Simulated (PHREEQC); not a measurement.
**Polishing slurry liquid**

A solution holds 0.19 mol HNO3 and 0.011 mol CuSO4 per kg of water, at 25 °C. Closed to the air; pH follows from the charge balance.

The numbers come from PHREEQC with the ion-association model, phreeqc.dat.

Precipitation was switched off in this run.

**Question.** What pH does the model give?

**Answer.** pH 0.84.

**Question.** In which forms is Cu present?

**Answer.** Cu+2 97 %, CuSO4 2.9 % of the Cu.
